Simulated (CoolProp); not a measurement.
Saturation properties of octamethylcyclotetrasiloxane (D4) (Tc = 586.5 K, pc = 1.347 MPa, ω = 0.598).

Model: reference Helmholtz-energy equation of state, Thol 2015, in CoolProp.

| T (K) | p (MPa) | liquid density (kg/m³) | vapour density (kg/m³) | enthalpy of vaporisation (kJ/kg) |
|---|---|---|---|---|
| 305.1 | ? | 942.8 | 0.02599 | 182.9 |
| 326.4 | 0.0008728 | 918.3 | 0.09558 | 175.2 |
| 347.7 | 0.002762 | 893.5 | 0.2848 | 167.6 |
| 368.9 | 0.007317 | ? | 0.7153 | 160.1 |
| 390.2 | 0.01694 | 842.3 | ? | 152.6 |
| 411.5 | 0.03503 | 815.5 | 3.148 | 145.0 |
| 432.7 | 0.06586 | 787.6 | 5.752 | 137.2 |
| 454 | 0.1151 | 758.1 | 9.883 | 128.8 |
| 475.3 | ? | 726.6 | 16.16 | 119.9 |
| 496.5 | 0.2948 | ? | ? | 110.0 |
| 517.8 | 0.4414 | 653.8 | 39.37 | 98.77 |

Fill in the missing entries.


- 305.1, p (MPa): 0.0002221
- 368.9, liquid density (kg/m³): 868.3
- 390.2, vapour density (kg/m³): 1.581
- 475.3, p (MPa): 0.1892
- 496.5, liquid density (kg/m³): 692.4
- 496.5, vapour density (kg/m³): 25.46

It boils at 448.9 K under 1 atm.
